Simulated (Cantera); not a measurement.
## Low-pressure radical oxidation in H2/O2

A perfectly stirred reactor is fed with H₂ : O₂ = 0.0051 : 1 (molar parts), at 0.0132 atm; it is held at 1450 K, and followed from long to short residence time.

Detailed kinetics in Cantera: GRI-Mech 3.0 (53 species, 325 reactions). Radical loss at walls, strong at low pressure, is not modelled.

| τ (s) | x H₂ | x O₂ | x OH | x H₂O₂ | x H |
|---|---|---|---|---|---|
| 6.5 | 4.82e-6 | 0.994 | 0.000386 | 1.83e-9 | 8.57e-6 |
| 2.5 | 8.15e-6 | 0.993 | 0.000490 | 2.40e-9 | 1.77e-5 |
| 0.97 | 1.36e-5 | 0.992 | 0.000593 | 2.93e-9 | 3.15e-5 |
| 0.38 | 2.33e-5 | 0.991 | 0.000679 | 3.36e-9 | 4.67e-5 |
| 0.15 | 4.36e-5 | 0.991 | 0.000746 | 3.71e-9 | 5.94e-5 |
| 0.056 | 9.54e-5 | 0.990 | 0.000820 | 4.17e-9 | 6.99e-5 |
| 0.022 | 0.000215 | 0.990 | 0.000924 | 4.92e-9 | 8.00e-5 |
| 0.0084 | 0.000507 | 0.991 | 0.00108 | 6.14e-9 | 9.14e-5 |
| 0.0032 | 0.00118 | 0.991 | 0.00123 | 7.34e-9 | 9.58e-5 |
x: mole fraction; the columns are a selection and need not sum to one.
